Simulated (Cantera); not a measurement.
A closed system holds: 1 mol SiO2, 4.1 mol CH4, 1.6 mol CO, equilibrated at 2250 °C and 7.70 bar.

Method: chemical equilibrium by Gibbs-energy minimisation in Cantera with the NASA 1993 tables (ideal gas, pure condensed phases). Candidate condensed phases: C, C6H6, C7H8, C8H18, H2O, Si, SiC, SiO2; 123 gas species. Gases not in the tables: Si2H6 and higher silanes. The numbers say what is thermodynamically allowed, not how fast it happens.

Base state: H2 0.678, CO 0.297, H 0.00825, C2H2 (acetylene) 0.00808, SiO 0.00717, CH4 0.000513, SiH2 0.000190, Si 0.000185 (mole fractions); condensed: C(graphite) + SiC(s).

What changes in the equilibrium state with this change: temperature from 2250 °C to 602 °C?


```csv
species,before,after
CH4,0.000513,0.410
H2,0.678,0.349
H2O,3.56e-5,0.196
CO,0.297,0.0179
CO2,2.49e-6,0.0264
SiO,0.00717,<1e-9
H,0.00825,<1e-9
C2H2 (acetylene),0.00808,<1e-9
SiH2,0.000190,<1e-9
Si,0.000185,<1e-9
"C(graphite), mol",1.07,2.97
"SiC(s), mol",0.908,0
"SiO2(β-quartz), mol",0,1.00
```

What changes in the equilibrium state with this change: temperature from 2250 °C to 1625 °C?


```
species             before     after
----------------  --------  --------
H2                   0.678     0.692
CO                   0.297     0.303
SiO                0.00717   0.00220
H                  0.00825  0.000235
C2H2 (acetylene)   0.00808  0.000261
SiC2               5.12e-5   1.48e-9
Si2C               2.80e-5   1.02e-9
Si                0.000185   5.89e-8
C4H2               3.98e-5   3.91e-8
SiH               0.000108   1.19e-7
C(graphite), mol      1.07      1.12
SiC(s), mol          0.908     0.974
```
